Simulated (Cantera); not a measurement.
Charge: 1 mol C3H6, 0.49 mol O2, 0.83 mol N2, equilibrated at 1950 °C and 0.200 bar.

Method: chemical equilibrium by Gibbs-energy minimisation in Cantera with the NASA 1993 tables (ideal gas, pure condensed phases). Candidate condensed phases: C, C6H6, C7H8, C8H18, H2O; 136 gas species. Rates play no part.

Base state: H2 0.607, CO 0.203, N2 0.166, H 0.0112, HCN 0.0103, C2H2 (acetylene) 0.00176, HNC 0.000842, CH4 1.85e-5 (mole fractions); condensed: C(graphite).

Task: What changes in the equilibrium state with this change: O2 from 0.49 to 1.3 mol?

Result: 
```
species            before    after
----------------  -------  -------
H2                  0.607    0.454
CO                  0.203    0.402
N2                  0.166    0.124
HCN                0.0103  0.00771
H                  0.0112  0.00966
CH4               1.85e-5  1.03e-5
C2H2 (acetylene)  0.00176  0.00132
C(graphite), mol     1.95    0.329
```

Task: What changes in the equilibrium state with this change: temperature from 1950 °C to 1627 °C?

Result: 
| species | before | after |
|---|---|---|
| H2 | 0.607 | 0.621 |
| CO | 0.203 | 0.204 |
| N2 | 0.166 | 0.171 |
| H | 0.0112 | 0.00140 |
| HCN | 0.0103 | 0.00317 |
| C2H2 (acetylene) | 0.00176 | 0.000237 |
| HNC | 0.000842 | 0.000149 |
| CH4 | 1.85e-5 | 4.33e-5 |
| C(graphite), mol | 1.95 | 2.00 |

Task: What changes in the equilibrium state with this change: pressure from 0.200 bar to 1 atm?

Result: 
```json
[
 {"species": "H2", "before": "0.607", "after": "0.612"},
 {"species": "CO", "before": "0.203", "after": "0.203"},
 {"species": "N2", "before": "0.166", "after": "0.167"},
 {"species": "H", "before": "0.0112", "after": "0.00498"},
 {"species": "HCN", "before": "0.0103", "after": "0.0104"},
 {"species": "CH4", "before": "1.85e-5", "after": "9.50e-5"},
 {"species": "CH3", "before": "6.48e-6", "after": "1.47e-5"},
 {"species": "C2H2 (acetylene)", "before": "0.00176", "after": "0.00178"},
 {"species": "C(graphite), mol", "before": "1.95", "after": "1.95"}
]
```
